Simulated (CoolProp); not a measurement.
Model: reference Helmholtz-energy equation of state, Polt 1992, in CoolProp. This equation is an older, rougher fit.

For cyclopropane, give the phase and the cp (kJ/(kg K)), Joule-Thomson coefficient (K/MPa) at 318.8 K and 0.101 MPa; 339.3 K and 0.101 MPa; 390.8 K and 0.101 MPa.


- 318.8 K and 0.101 MPa: gas; cp 1.45, Joule-Thomson coefficient 18.8
- 339.3 K and 0.101 MPa: gas; cp 1.55, Joule-Thomson coefficient 15.0
- 390.8 K and 0.101 MPa: gas; cp 1.79, Joule-Thomson coefficient 8.87
